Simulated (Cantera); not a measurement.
Feed: 1 mol Cu, 0.22 mol NH₃, 1.1 mol H₂, equilibrated at 1825 K and 2.50 bar.

Equilibrium computed with Cantera from the NASA thermochemical tables; the gas is ideal and each condensed phase is pure. Candidate condensed phases: Cu; 11 gas species. Kinetics and transport are ignored.

Q: What is the equilibrium state?

A: x(H₂): 0.928
x(N₂): 0.0714
x(Cu): 0.000288
x(H): 0.000268
x(NH₃): 1.66e-5
n(Cu(l)): 1.000 mol
gas amount: 1.541 mol
